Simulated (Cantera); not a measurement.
Charge: 1 mol SiCl₄, 1.9 mol Cl₂, 5.3 mol H₂, at 350 °C and 12.0 bar.

Equilibrium computed with Cantera from the NASA thermochemical tables; the gas is ideal and each condensed phase is pure. Candidate condensed phases: Si; 19 gas species. Rates play no part.

Base state: HCl 0.463, H₂ 0.415, SiCl₄ 0.122 (mole fractions); condensed: gas only.

Task: What changes in the equilibrium state with this change: SiCl₄ replaced by Si?

Result: 
```
species   before     after
-------  -------  --------
H₂         0.415     0.839
SiCl₄      0.122     0.129
SiHCl₃   5.05e-6    0.0316
HCl        0.463  0.000159
SiH₂Cl₂    <1e-9  0.000415
```
